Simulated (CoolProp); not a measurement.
R141b at 351.41 K and 0.0566 MPa is compressed adiabatically to 0.393 MPa with isentropic efficiency 0.9. Each further row changes one setting.

Model: reference Helmholtz-energy equation of state, Lemmon 2006, in CoolProp. It is a short technical equation, of lower accuracy than the large ones.

```csv
case,work (kJ/kg),final temperature (K),final density (kg/m³)
as stated,56.9,___,13.8
efficiency 1,51.2,___,___
efficiency 0.65,___,___,___
```

Problem. Fill in the missing entries.

Solution. 
- as stated, final temperature (K): 420.8
- efficiency 1, final temperature (K): 414.8
- efficiency 1, final density (kg/m³): 14.0
- efficiency 0.65, work (kJ/kg): 78.8
- efficiency 0.65, final temperature (K): 443.8
- efficiency 0.65, final density (kg/m³): 13.0
